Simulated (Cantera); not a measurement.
Charge: 1 mol SiF₄, 0.64 mol N₂O, 0.17 mol H₂, equilibrated at 1500 K and 100000 Pa.

Cantera equilibrium calculation (NASA polynomials, part measured and part estimated; ideal gas, pure solids and liquids). The tables hold silica as quartz up to 1696 K and as liquid above; real silica turns to tridymite and cristobalite and melts near 1996 K. The numbers say what is thermodynamically allowed, not how fast it happens.

| species | before | after |
|---|---|---|
| SiF₄ | 0.435 | 0.473 |
| N₂ | 0.301 | 0.310 |
| O₂ | 0.110 | 0.114 |
| HF | 0.145 | 0.0418 |
| H₂O | 0.00767 | 0.0614 |
| OH | 1.85e-5 | <1e-9 |
| NO | 0.000549 | 2.23e-7 |
| SiO₂(β-quartz), mol | 0.0768 | 0 |
| SiO₂(α-quartz), mol | 0 | 0.0216 |
Gas species are given as mole fractions.

What was changed between the two runs?
(A) temperature from 1500 K to 998.15 K
(B) pressure from 100000 Pa to 18.0 Pa
(C) temperature from 1500 K to 1000 K
(D) temperature from 1500 K to 725 K

D, temperature from 1500 K to 725 K
